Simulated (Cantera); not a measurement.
Charge: 1 mol B₂O₃, 0.13 mol NH₃, at 0.130 bar.

Method: chemical equilibrium by Gibbs-energy minimisation in Cantera with the NASA 1993 tables (ideal gas, pure condensed phases). Candidate condensed phases: B, BN, B₂O₃, B₃O₃H₃, H₂O; 39 gas species. Equilibrium is a limit: real reactors are often held back by kinetics, nucleation or transport. All values below are at 1950 K.

Base state: H₂ 0.480, N₂ 0.183, B₂O₃ 0.179, HBO₂ 0.0806, HBO 0.0515, B₂O₂ 0.0162, BO 0.00360, H₂O 0.00349 (mole fractions); condensed: B₂O₃(l).

Problem. What changes in the equilibrium state with this change: 0.027 mol HF added?

Solution. 
```tsv
species	before	after
H₂	0.480	0.434
B₂O₃	0.179	0.179
N₂	0.183	0.160
BOF	0	0.0649
HBO₂	0.0806	0.107
B₂O₂	0.0162	0.00834
HBO	0.0515	0.0351
HF	0	0.00149
BF	0	2.29e-5
H₂O	0.00349	0.00615
BO₂	4.06e-5	5.67e-5
B₂O₃(l), mol	0.907	0.881
```

Problem. What changes in the equilibrium state with this change: pressure from 0.130 bar to 7.40 mbar?

Solution. 
```json
[
 {"species": "B₂O₃", "before": "0.179", "after": "0.683"},
 {"species": "HBO₂", "before": "0.0806", "after": "0.0996"},
 {"species": "H₂", "before": "0.480", "after": "0.0856"},
 {"species": "N₂", "before": "0.183", "after": "0.0510"},
 {"species": "BO", "before": "0.00360", "after": "0.0196"},
 {"species": "HBO", "before": "0.0515", "after": "0.0283"},
 {"species": "B₂O₂", "before": "0.0162", "after": "0.0275"},
 {"species": "BO₂", "before": "4.06e-5", "after": "0.000498"},
 {"species": "H₂O", "before": "0.00349", "after": "0.00140"},
 {"species": "H", "before": "0.00220", "after": "0.00390"},
 {"species": "B₂O₃(l), mol", "before": "0.907", "after": "0"}
]
```
